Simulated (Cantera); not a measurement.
A Cantera script and its output.

```python
import numpy as np
import cantera as ct

surf = ct.Interface("ptcombust.yaml", "Pt_surf")
gas = surf.adjacent["gas"]
gas.TPX = 1073, 100000, {'CH4': 0.025, 'O2': 0.011, 'N2': 0.79}
surf.TP = 1073, 100000
reactor = ct.FlowReactor(gas, clone=False)
reactor.area = 0.0001  # m2
reactor.surface_area_to_volume_ratio = 99  # 1/m
reactor.mass_flow_rate = 0.24 * reactor.area * gas.density  # inlet velocity 0.24 m/s
reactor.energy_enabled = False
wall = ct.ReactorSurface(surf, reactor, clone=False)
net = ct.ReactorNet([reactor])
net.rtol, net.atol = 1e-8, 1e-16
show, cover = ['CH4', 'O2', 'H2O', 'CO2', 'CO'], ['PT(S)', 'H(S)', 'O(S)', 'OH(S)', 'CO(S)', 'C(S)']

rows = []
print(f"{'z/m':>9s}{'u/(m/s)':>9s}" + "".join(f"{s:>13s}" for s in show + cover))
for z in [3.4e-05, 5.6e-05, 9.4e-05, 0.00016, 0.00026, 0.00043, 0.00073, 0.0012, 0.002, 0.0034]:
    net.advance(z)
    rows.append([reactor.speed, *gas[show].X, *surf[cover].coverages])
    print(f"{z:9.4g}{rows[-1][0]:9.3g}" + "".join(f"{x:13.4e}" for x in rows[-1][1:]))
```

It prints:

```
      z/m  u/(m/s)          CH4           O2          H2O          CO2           CO        PT(S)         H(S)         O(S)        OH(S)        CO(S)         C(S)
  3.4e-05     0.24   2.9355e-02   1.2128e-02   1.4675e-03   6.3159e-07   8.9282e-04   8.3249e-01   1.6422e-03   1.8110e-05   1.7364e-05   1.5860e-02   1.4997e-01
  5.6e-05     0.24   2.8852e-02   1.1494e-02   2.2341e-03   1.1166e-06   1.3841e-03   7.9697e-01   1.7985e-03   1.3393e-05   1.3981e-05   2.0904e-02   1.8030e-01
  9.4e-05     0.24   2.8105e-02   1.0580e-02   3.3174e-03   1.8729e-06   2.1133e-03   7.4450e-01   2.0016e-03   8.8610e-06   1.0343e-05   2.6494e-02   2.2698e-01
  0.00016    0.241   2.7073e-02   9.3719e-03   4.7032e-03   2.8632e-06   3.1195e-03   6.7167e-01   2.2323e-03   5.1784e-06   6.9524e-06   3.0829e-02   2.9525e-01
  0.00026    0.241   2.5926e-02   8.1056e-03   6.0915e-03   3.7943e-06   4.2359e-03   5.8909e-01   2.4251e-03   2.8733e-06   4.4857e-06   3.1622e-02   3.7685e-01
  0.00043    0.241   2.4626e-02   6.7664e-03   7.4729e-03   4.5921e-06   5.4992e-03   4.9255e-01   2.5588e-03   1.4299e-06   2.6719e-06   2.8359e-02   4.7653e-01
  0.00073    0.241   2.3277e-02   5.4847e-03   8.6921e-03   5.1434e-06   6.8062e-03   3.8957e-01   2.5896e-03   6.4082e-07   1.4798e-06   2.1786e-02   5.8605e-01
   0.0012    0.242   2.2138e-02   4.4853e-03   9.5561e-03   5.4266e-06   7.9081e-03   3.0220e-01   2.5165e-03   2.9283e-07   8.3685e-07   1.5160e-02   6.8012e-01
    0.002    0.242   2.1143e-02   3.6732e-03   1.0189e-02   5.5708e-06   8.8692e-03   2.2818e-01   2.3686e-03   1.3118e-07   4.6962e-07   9.6620e-03   7.5979e-01
   0.0034    0.242   2.0291e-02   3.0235e-03   1.0640e-02   5.6408e-06   9.6902e-03   1.6895e-01   2.1747e-03   5.8221e-08   2.6352e-07   5.7742e-03   8.2310e-01
```

Detailed kinetics in Cantera: Deutschmann's 1995 Pt surface mechanism with GRI-Mech 3.0 gas chemistry. Catalytic surfaces can have several steady states; this one follows from the mechanism file's or the stated starting coverage. Mass transfer to the wall is taken as infinitely fast.
